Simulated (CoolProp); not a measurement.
Sulfur dioxide along the isobar 8.91 MPa: Z from the reference equation and from simpler models built on Tc = 157.5 °C, pc = 7.887 MPa, ω = 0.256; each cubic takes its own stable root.

The numbers come from the reference Helmholtz-energy equation of state, Gao 2016 in CoolProp.

```tsv
T (°C)	phase	reference
60.15	liquid	0.1602
74.95	liquid	0.1591
89.65	liquid	0.1590
104.45	liquid	0.1602
119.15	liquid	0.1633
133.85	liquid	0.1695
148.65	liquid	0.1830
163.35	supercritical	0.2497
178.15	supercritical	0.5258
192.85	supercritical	0.6214
207.65	supercritical	0.6834
222.35	supercritical	0.7290
237.15	supercritical	0.7652
251.85	supercritical	0.7946
```

Question: How far does each simpler model (van der Waals, Peng-Robinson) lie from the reference over these 14 states: mean and median of the absolute difference, and the worst?

Answer: 
- van der Waals: mean 34.0 %, median 41.8 %, worst +63.4 % at 60.15 °C and 8.91 MPa
- Peng-Robinson: mean 3.4 %, median 2.1 %, worst +14.7 % at 163.35 °C and 8.91 MPa
